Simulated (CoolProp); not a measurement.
Aqueous magnesium chloride as a coolant, 13 % by mass, freezing at -13.1 °C, 1 atm.

Computed with CoolProp (Melinder's fits for secondary coolants).

```json
[
 {"T (°C)": "-4.5", "Prandtl number": "(withheld)", "conductivity (W/(m K))": "0.524", "cp (kJ/(kg K))": "3.395", "viscosity (mPa s)": "3.89"},
 {"T (°C)": "3.3", "Prandtl number": "(withheld)", "conductivity (W/(m K))": "(withheld)", "cp (kJ/(kg K))": "3.412", "viscosity (mPa s)": "2.97"},
 {"T (°C)": "11.1", "Prandtl number": "14.4", "conductivity (W/(m K))": "(withheld)", "cp (kJ/(kg K))": "3.429", "viscosity (mPa s)": "(withheld)"},
 {"T (°C)": "19", "Prandtl number": "11.2", "conductivity (W/(m K))": "0.566", "cp (kJ/(kg K))": "3.445", "viscosity (mPa s)": "(withheld)"},
 {"T (°C)": "26.8", "Prandtl number": "8.74", "conductivity (W/(m K))": "0.580", "cp (kJ/(kg K))": "3.460", "viscosity (mPa s)": "1.47"},
 {"T (°C)": "34.6", "Prandtl number": "6.82", "conductivity (W/(m K))": "0.593", "cp (kJ/(kg K))": "3.476", "viscosity (mPa s)": "(withheld)"}
]
```

### Question
What belongs in the gaps?

### Answer

- -4.5, Prandtl number: 25.2
- 3.3, Prandtl number: 18.8
- 3.3, conductivity (W/(m K)): 0.538
- 11.1, conductivity (W/(m K)): 0.552
- 11.1, viscosity (mPa s): 2.32
- 19, viscosity (mPa s): 1.84
- 34.6, viscosity (mPa s): 1.16
